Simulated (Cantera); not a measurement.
A Cantera script and its output.

```python
import numpy as np
import cantera as ct

gas = ct.Solution("gri30.yaml")


def delay(T, t_max=10):
    gas.TPX = T, 47000, {'H2': 1, 'O2': 0.926, 'N2': 3.48}
    reactor = ct.IdealGasReactor(gas, clone=False)
    net = ct.ReactorNet([reactor])
    net.rtol, net.atol = 1e-8, 1e-16
    while net.time < t_max:
        t_old, T_old = net.time, reactor.T
        net.step()
        if reactor.T > T + 400:  # ignition: a rise of 400 K
            return t_old + (T + 400 - T_old) / (reactor.T - T_old) * (net.time - t_old)
    return np.nan


taus = []
for T in [1175, 1225, 1275, 1325, 1375, 1425]:
    taus.append(delay(T))
    print(f"T0 = {T:6g} K   tau = {taus[-1]:.4e} s")
```

Output:

```
T0 =   1175 K   tau = 1.1532e-04 s
T0 =   1225 K   tau = 9.3238e-05 s
T0 =   1275 K   tau = 7.8435e-05 s
T0 =   1325 K   tau = 6.8449e-05 s
T0 =   1375 K   tau = 6.1823e-05 s
T0 =   1425 K   tau = 5.7645e-05 s
```

Computed with Cantera and GRI-Mech 3.0 (53 species, 325 reactions). Where the delays flatten at high temperature, the 400 K rule measures the pace of heat release, not the induction time.
